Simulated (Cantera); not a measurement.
A perfectly stirred reactor is fed with 45.2 % CH4, 15.8 % CO2, 38.9 % H2, at 0.350 bar; it is held at 2075 K, and followed from long to short residence time.

Cantera simulation using GRI-Mech 3.0 (53 species, 325 reactions); the numbers are that mechanism's predictions, not measurements. GRI-Mech 3.0 stops at C3 and has no aromatics, soot or wall deposition, so with more carbon than oxygen in the feed, carbon stays in small species such as C2H2 where larger ones or solid carbon would form.

One state of this run: x CH4 = 0.0129; x CO2 = 0.00219; x H2 = 0.679; x CH2CO = 1.52e-5; x H2O = 0.0243; x C2H4 = 0.000164. x: mole fraction; the columns are a selection and need not sum to one.

Which value of τ (s) does it belong to?
(A) 0.023
(B) 0.27
(C) 0.0046
(D) 0.052

D, 0.052
